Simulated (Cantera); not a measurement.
A Cantera script and its output.

```python
import numpy as np
import cantera as ct

surf = ct.Interface("diamond.yaml", "diamond_100")
gas, bulk = surf.adjacent["gas"], surf.adjacent["diamond"]
k = surf.kinetics_species_index(bulk.species_names[0])
cover = ["c6HH", "c6H*", "c6*H", "c6**", "c6HM", "c6B"]

rows, drift = [], 0.0
print(f"{'xH':>10s}{'um/h':>11s}" + "".join(f"{s:>11s}" for s in cover))
for v in [0.0001, 0.00021, 0.00045, 0.00097, 0.0021, 0.0044, 0.0094, 0.02, 0.043]:
    T, P, xH, xCH3 = 975, 4000, v, 0.00014
    gas.TPX = T, P, {"H": xH, "CH3": xCH3, "CH4": 0.0028, "H2": 1 - xH - xCH3 - 0.0028}
    surf.TP = bulk.TP = T, P
    surf.coverages = "c6H*:0.1, c6HH:0.9"
    surf.advance_coverages(100.0)
    before = surf.coverages
    surf.advance_coverages(100.0)
    drift = max(drift, np.max(np.abs(surf.coverages - before) / (surf.coverages + 1e-9)))
    rate = surf.net_production_rates[k] * bulk.mean_molecular_weight / bulk.density * 3.6e9
    rows.append([rate, *surf[cover].coverages])
    print(f"{v:10.4g}{rate:11.4e}" + "".join(f"{x:11.3e}" for x in rows[-1][1:]))
```

It prints:

```
        xH       um/h       c6HH       c6H*       c6*H       c6**       c6HM        c6B
    0.0001 6.6103e-01  4.658e-01  1.080e-02  2.377e-01  2.765e-03  2.113e-01  1.794e-09
   0.00021 1.1117e+00  4.914e-01  1.206e-02  2.655e-01  4.167e-03  1.696e-01  3.017e-09
   0.00045 1.6231e+00  5.305e-01  1.343e-02  2.956e-01  5.589e-03  1.157e-01  4.404e-09
   0.00097 2.0540e+00  5.668e-01  1.459e-02  3.209e-01  6.711e-03  6.800e-02  5.574e-09
    0.0021 2.3389e+00  5.917e-01  1.536e-02  3.376e-01  7.429e-03  3.578e-02  6.347e-09
    0.0044 2.4931e+00  6.054e-01  1.579e-02  3.467e-01  7.812e-03  1.821e-02  6.765e-09
    0.0094 2.5757e+00  6.127e-01  1.605e-02  3.514e-01  8.019e-03  8.806e-03  6.989e-09
      0.02 2.6171e+00  6.163e-01  1.624e-02  3.537e-01  8.129e-03  4.205e-03  7.102e-09
     0.043 2.6395e+00  6.180e-01  1.648e-02  3.547e-01  8.201e-03  1.972e-03  7.162e-09
```

Detailed kinetics in Cantera: the Harris–Goodwin 1993 mechanism for the reconstructed diamond (100) surface.
